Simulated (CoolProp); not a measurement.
Vapour-liquid equilibrium of R134a (1) + R123 (2) at 0.268 bar; x and y are mole fractions of (1).

Computed with CoolProp (multi-fluid Helmholtz-energy mixture model, Tillner-Roth 1994 and Younglove 1994; pair parameters Bell 2016).

### Question
Give the bubble temperature and the first vapour's composition at x = 0.2, 0.35, 0.95. Is there an azeotrope?

### Answer
x = 0.2: 241.8 K, y = 0.809; x = 0.35: 234.0 K, y = 0.902; x = 0.95: 222.3 K, y = 0.994. No azeotrope shows between x = 0.05 and 0.95.

Pair parameters are fitted to limited data, so mixtures are less certain than the pure fluids.
